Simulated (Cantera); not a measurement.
A Cantera script and what it prints.

```python
import numpy as np
import cantera as ct

gas_names = [...]  # 45 gases of nasa_gas.yaml made of Al, Cl, H, N, O
cond_names = """
    AL(cr) AL(L) ALCL3(s) ALCL3(L) ALN(s) AL2O3(a) AL2O3(L) H2O(s) H2O(L) NH4CL(a) NH4CL(b)
""".split()


# ... load() reads the species with a 1 bar reference pressure and builds the phases ...
atoms = {
    'AlCl3': {'AL': 1, 'CL': 3},
    'H2O': {'H': 2, 'O': 1},
    'N2': {'N': 2},
}
top_T = {'ALN(s)': 2750}  # K; cautious upper limits of use, not melting points


# ... equilibrate(T, P, feed) seeds the gas with the atoms and calls Mixture.equilibrate('TP', solver="vcs", rtol=1e-11, max_steps=5000) ...
results = []
T = 1525  # K
P = 94  # Pa
for m in [7.3, 16, 24, 33, 41, 50, 58, 66]:
    feed = {'AlCl3': 1, 'H2O': 4, 'N2': m}  # mol
    mix = equilibrate(T, P, feed)
    results.append((T, P, feed, dict(zip(mix.species_names, mix.species_moles))))
    x = sorted(zip(gas.X, gas.species_names), reverse=True)
    print(f"T = {T:g} K  P = {P:g} Pa  n(N2) = {m:g} mol  gas = {mix.phase_moles(0):.4g} mol")
    print("   x: " + "  ".join(f"{s} {v:.3e}" for v, s in x if v > 0.001))
    print("   condensed (mol): " + ("  ".join(f"{mix.phase(i).name} {mix.phase_moles(i):.4g}"
          for i in range(1, mix.n_phases) if mix.phase_moles(i) > 1e-12) or "none"))
```

Result:

```
T = 1525 K  P = 94 Pa  n(N2) = 7.3 mol  gas = 12.82 mol
   x: N2 5.693e-01  HCL 2.306e-01  H2O 1.947e-01  CL 3.299e-03  H2 1.872e-03
   condensed (mol): AL2O3(a) 0.5
T = 1525 K  P = 94 Pa  n(N2) = 16 mol  gas = 21.53 mol
   x: N2 7.432e-01  HCL 1.370e-01  H2O 1.159e-01  CL 2.329e-03  H2 1.326e-03
   condensed (mol): AL2O3(a) 0.5
T = 1525 K  P = 94 Pa  n(N2) = 24 mol  gas = 29.53 mol
   x: N2 8.127e-01  HCL 9.970e-02  H2O 8.448e-02  CL 1.883e-03  H2 1.074e-03
   condensed (mol): AL2O3(a) 0.5
T = 1525 K  P = 94 Pa  n(N2) = 33 mol  gas = 38.53 mol
   x: N2 8.564e-01  HCL 7.628e-02  H2O 6.473e-02  CL 1.575e-03
   condensed (mol): AL2O3(a) 0.5
T = 1525 K  P = 94 Pa  n(N2) = 41 mol  gas = 46.54 mol
   x: N2 8.810e-01  HCL 6.308e-02  H2O 5.359e-02  CL 1.387e-03
   condensed (mol): AL2O3(a) 0.5
T = 1525 K  P = 94 Pa  n(N2) = 50 mol  gas = 55.54 mol
   x: N2 9.003e-01  HCL 5.279e-02  H2O 4.490e-02  CL 1.231e-03
   condensed (mol): AL2O3(a) 0.5
T = 1525 K  P = 94 Pa  n(N2) = 58 mol  gas = 63.54 mol
   x: N2 9.128e-01  HCL 4.609e-02  H2O 3.924e-02  CL 1.124e-03
   condensed (mol): AL2O3(a) 0.5
T = 1525 K  P = 94 Pa  n(N2) = 66 mol  gas = 71.54 mol
   x: N2 9.225e-01  HCL 4.090e-02  H2O 3.484e-02  CL 1.038e-03
   condensed (mol): AL2O3(a) 0.5
```

Method: chemical equilibrium by Gibbs-energy minimisation in Cantera with the NASA 1993 tables (ideal gas, pure condensed phases).
